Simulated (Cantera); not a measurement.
Input (Python, Cantera):

```python
import numpy as np
import cantera as ct

gas = ct.Solution("gri30.yaml")
gas.TPX = 1175, 240000, {'CH2O': 0.0033, 'O2': 0.0096, 'N2': 1}
reactor = ct.IdealGasConstPressureReactor(gas, energy="off", clone=False)
net = ct.ReactorNet([reactor])
net.rtol, net.atol = 1e-08, 1e-18
show = ['CH2O', 'O2', 'NO', 'CH2', 'C2H']
times = np.geomspace(1e-05, 40, 10)

steps = ct.SolutionArray(gas, extra=["t"])
rows = []
print(f"{'t/s':>10s}{'T/K':>9s}{'P/Pa':>11s}" + "".join(f"{s:>11s}" for s in show))
for t in times:
    while net.time < t:
        t_next = net.step()
        steps.append(gas.state, t=t_next)
    rows.append([np.interp(t, steps.t, y) for y in (steps.T, steps.P, *steps(*show).X.T)])
    print(f"{t:10.3e}{rows[-1][0]:9.1f}{rows[-1][1]:11.4g}" + "".join(f"{x:11.3e}" for x in rows[-1][2:]))
rate = np.gradient(steps.T, steps.t)
print("integrator steps:", len(steps.t))
if steps.T.max() > steps.T[0] + 200:
    print(f"time of steepest temperature rise: {steps.t[rate.argmax()]:.4e} s")
gas.TPX = 1175, 240000, {'CH2O': 0.0033, 'O2': 0.0096, 'N2': 1}
gas.equilibrate("TP")
print(f"equilibrium (TP): T = {gas.T:.1f} K  " + "  ".join(f"{s} {gas[s].X[0]:.3e}" for s in show))
```

It prints:

```
       t/s      T/K       P/Pa       CH2O         O2         NO        CH2        C2H
 1.000e-05   1175.0    2.4e+05  3.258e-03  9.478e-03  4.145e-20  9.159e-18  9.893e-37
 5.415e-05   1175.0    2.4e+05  3.258e-03  9.477e-03  5.821e-19  4.718e-17  2.396e-35
 2.932e-04   1175.0    2.4e+05  3.252e-03  9.474e-03  1.945e-17  1.886e-15  2.039e-32
 1.587e-03   1175.0    2.4e+05  1.866e-03  8.976e-03  2.920e-13  3.300e-12  6.038e-24
 8.595e-03   1175.0    2.4e+05  9.062e-13  7.044e-03  2.610e-08  9.601e-18  3.852e-26
 4.654e-02   1175.0    2.4e+05  3.054e-14  6.408e-03  3.965e-08 -6.203e-22 -1.958e-32
 2.520e-01   1175.0    2.4e+05  1.015e-17  6.227e-03  4.724e-08 -1.600e-22 -1.355e-34
 1.364e+00   1175.0    2.4e+05  3.388e-19  6.219e-03  5.390e-08 -1.387e-22  9.760e-34
 7.388e+00   1175.0    2.4e+05  1.313e-18  6.220e-03  5.507e-08  1.246e-23  3.481e-34
 4.000e+01   1175.0    2.4e+05  1.798e-24  6.220e-03  5.517e-08 -1.855e-33  5.100e-38
integrator steps: 2185
equilibrium (TP): T = 1175.0 K  CH2O 6.135e-26  O2 6.204e-03  NO 3.113e-05  CH2 6.755e-43  C2H 1.721e-59
```

Computed with Cantera and GRI-Mech 3.0 (53 species, 325 reactions).
